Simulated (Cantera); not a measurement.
A perfectly stirred reactor is fed with 44.1 % CH4, 33.5 % H2O, 22.5 % H2, at 0.940 bar; it is held at 1575 K, and followed from long to short residence time.

Model: GRI-Mech 3.0 (53 species, 325 reactions), integrated in Cantera. GRI-Mech 3.0 stops at C3 and has no aromatics, soot or wall deposition, so with more carbon than oxygen in the feed, carbon stays in small species such as C2H2 where larger ones or solid carbon would form.

One state of this run: x CH4 = 0.358; x H2O = 0.316; x H2 = 0.296; x CH2 = 1.67e-8; x HCO = 5.56e-10; x OH = 5.55e-7; x CH3 = 0.000351. x: mole fraction; the columns are a selection and need not sum to one.

Q: Which value of τ (s) does it belong to?
A) 0.0014
B) 0.026
C) 24
D) 0.18

A: B, 0.026
